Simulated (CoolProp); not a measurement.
Saturation properties of R365MFC (Tc = 460.0 K, pc = 3.266 MPa, ω = 0.377).

Values from CoolProp's reference Helmholtz-energy equation of state, Lemmon 2016.

| T (K) | p (MPa) | liquid density (kg/m³) | vapour density (kg/m³) | enthalpy of vaporisation (kJ/kg) | liquid cp (kJ/(kg K)) |
|---|---|---|---|---|---|
| 294.2 | 0.04826 | 1265 | 3.002 | 197.1 | 1.369 |
| 299.2 | 0.05922 | 1255 | 3.638 | 194.8 | 1.379 |
| 304.2 | 0.07209 | 1244 | 4.378 | 192.5 | 1.389 |
| 309.2 | 0.08710 | 1233 | 5.232 | 190.2 | 1.399 |
| 314.2 | 0.1045 | 1222 | 6.213 | 187.8 | 1.410 |
| 319.2 | 0.1245 | 1211 | 7.335 | 185.3 | 1.421 |
| 324.2 | 0.1474 | 1199 | 8.612 | 182.8 | 1.432 |
| 329.2 | 0.1735 | 1188 | 10.06 | 180.2 | 1.443 |
| 334.2 | 0.2031 | 1176 | 11.69 | 177.5 | 1.455 |
| 339.2 | 0.2364 | 1164 | 13.53 | 174.8 | 1.468 |

It boils at 313.3 K under 1 atm.
